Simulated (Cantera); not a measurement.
## Hydrocarbon pyrolysis for carbon deposition

An isothermal, constant-pressure homogeneous reactor starts with 21.3 % CH4, 78.7 % H2, at 1525 K and 0.300 Torr.

Computed with Cantera and GRI-Mech 3.0 (53 species, 325 reactions). GRI-Mech 3.0 stops at C3 and has no aromatics, soot or wall deposition, so with more carbon than oxygen in the feed, carbon stays in small species such as C2H2 where larger ones or solid carbon would form. Radical loss at walls, strong at low pressure, is not modelled.

| t (s) | x CH4 | x H2 | x CH2 | x C2H | x C2H2 | x CH3 |
|---|---|---|---|---|---|---|
| 0.000600 | 0.213 | 0.787 | <1e-12 | <1e-12 | <1e-12 | 7.87e-8 |
| 0.00191 | 0.213 | 0.787 | <1e-12 | <1e-12 | <1e-12 | 2.93e-7 |
| 0.00607 | 0.213 | 0.787 | <1e-12 | <1e-12 | <1e-12 | 1.00e-6 |
| 0.0193 | 0.213 | 0.787 | 1.83e-12 | <1e-12 | <1e-12 | 3.27e-6 |
| 0.0614 | 0.213 | 0.787 | 2.07e-11 | <1e-12 | 4.88e-12 | 1.05e-5 |
| 0.195 | 0.213 | 0.787 | 2.15e-10 | <1e-12 | 5.72e-10 | 3.33e-5 |
| 0.621 | 0.213 | 0.787 | 2.17e-9 | <1e-12 | 7.42e-8 | 0.000106 |
| 1.98 | 0.212 | 0.787 | 2.20e-8 | 2.18e-12 | 1.22e-5 | 0.000350 |
| 6.29 | 0.203 | 0.792 | 2.23e-7 | 1.36e-9 | 0.00209 | 0.00121 |
| 20.0 | 0.139 | 0.829 | 3.07e-7 | 2.70e-8 | 0.0287 | 0.00120 |
x: mole fraction; the columns are a selection and need not sum to one.

Equilibrium at this temperature and pressure: CH4 6.69e-5, H2 0.911, CH2 1.80e-9, C2H 2.40e-7, C2H2 0.0876, CH3 1.69e-6 (gas phase only).
